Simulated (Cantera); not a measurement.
A perfectly stirred reactor is fed with CH4 : O2 : N2 = 1 : 4.26 : 16 (molar parts), at 0.602 atm; it is adiabatic with a 475 K inlet, and is followed from long to short residence time, starting on the burning branch (τ in s: 0.12, 0.033, 0.009, 0.0024, 0.00066, 0.00018, 4.8e-05, 1.3e-05, 3.5e-06).

Computed with Cantera and GRI-Mech 3.0 (53 species, 325 reactions).

Q: Predict: blow-out, bracketed by the residence times tried; x(CH4) at τ = 0.120 s; x(O2) at τ = 0.120 s; x(H2) at τ = 0.120 s; x(CH2) at τ = 0.120 s; x(CH4) at τ = 0.660 ms; x(O2) at τ = 0.660 ms.

A: 
```json
{
 "blow_out_bracketed_by_the_residence_times_tried": "burning at 2.40 ms, out at 0.660 ms",
 "x(CH4) at τ = 0.120 s": "2.14e-5",
 "x(O2) at τ = 0.120 s": "0.106",
 "x(H2) at τ = 0.120 s": "7.14e-5",
 "x(CH2) at τ = 0.120 s": "2.93e-8",
 "x(CH4) at τ = 0.660 ms": "0.0470",
 "x(O2) at τ = 0.660 ms": "0.200"
}
```
